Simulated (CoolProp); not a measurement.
Vapour-liquid equilibrium of R1234yf (1) + R1234ze(E) (2) at 216.3 K; x and y are mole fractions of (1).

Computed with CoolProp (multi-fluid Helmholtz-energy mixture model, Lemmon 2022 and Thol 2016; pair parameters Bell 2022).

```csv
x,bubble pressure (bar),y at the bubble point,dew pressure at overall composition x (bar),liquid density (mol/L)
0.05,0.1440,0.095,0.1407,12.19
0.15,0.1570,0.254,0.1483,12.14
0.25,0.1692,0.386,0.1566,12.10
0.35,0.1809,0.499,0.1657,12.05
0.45,0.1922,0.598,0.1756,12.00
0.55,0.2034,0.687,0.1866,11.95
0.65,0.2145,0.768,0.1986,11.90
0.75,0.2257,0.842,0.2120,11.85
0.85,0.2368,0.909,0.2270,11.80
0.95,0.2480,0.971,0.2441,11.75
```

No azeotrope shows between x = 0.05 and 0.95.

The pair parameters rest on a limited set of measurements; away from them the model extrapolates.
